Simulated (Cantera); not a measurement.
A Cantera script and its output.

```python
import numpy as np
import cantera as ct

gas = ct.Solution("gri30.yaml", transport_model="mixture-averaged")
show = ['NH3', 'NO', 'H2O']

rows = []
print(f"{'T/K':>7s}{'rho':>11s}{'cp':>10s}{'mu':>11s}{'lambda':>11s}{'Pr':>7s}" + "".join(f"{'D_' + s:>11s}" for s in show))
for T in [400, 600, 800, 1000, 1200, 1400, 1600, 1800, 2000]:
    gas.TPX = T, 13332, {'N2': 0.51, 'CO': 0.58}
    Pr = gas.cp_mass * gas.viscosity / gas.thermal_conductivity
    D = [gas.mix_diff_coeffs_mole[gas.species_index(s)] for s in show]
    rows.append([gas.density, gas.cp_mass, gas.viscosity, gas.thermal_conductivity, Pr, *D])
    print(f"{T:7g}{gas.density:11.4e}{gas.cp_mass:10.1f}{gas.viscosity:11.4e}"
          f"{gas.thermal_conductivity:11.4e}{Pr:7.3f}" + "".join(f"{d:11.4e}" for d in D))
print("SI units: kg/m3, J/kg/K, Pa s, W/m/K, m2/s")
```

Result:

```
    T/K        rho        cp         mu     lambda     Pr      D_NH3       D_NO      D_H2O
    400 1.1229e-01    1047.7 2.2135e-05 3.2220e-02  0.720 2.8884e-04 2.5628e-04 2.9905e-04
    600 7.4860e-02    1080.3 2.9317e-05 4.4621e-02  0.710 6.0673e-04 5.1192e-04 6.3583e-04
    800 5.6145e-02    1130.2 3.5522e-05 5.6592e-02  0.709 1.0092e-03 8.3048e-04 1.0650e-03
   1000 4.4916e-02    1177.2 4.1126e-05 6.8022e-02  0.712 1.4859e-03 1.2056e-03 1.5747e-03
   1200 3.7430e-02    1211.7 4.6311e-05 7.8902e-02  0.711 2.0299e-03 1.6331e-03 2.1571e-03
   1400 3.2083e-02    1238.9 5.1182e-05 8.9252e-02  0.710 2.6365e-03 2.1096e-03 2.8069e-03
   1600 2.8073e-02    1260.2 5.5803e-05 9.9103e-02  0.710 3.3021e-03 2.6327e-03 3.5199e-03
   1800 2.4953e-02    1276.8 6.0220e-05 1.0849e-01  0.709 4.0239e-03 3.2002e-03 4.2932e-03
   2000 2.2458e-02    1289.7 6.4463e-05 1.1744e-01  0.708 4.7996e-03 3.8105e-03 5.1244e-03
SI units: kg/m3, J/kg/K, Pa s, W/m/K, m2/s
```

Cantera simulation using GRI-Mech 3.0 (53 species, 325 reactions); the numbers are that mechanism's predictions, not measurements.
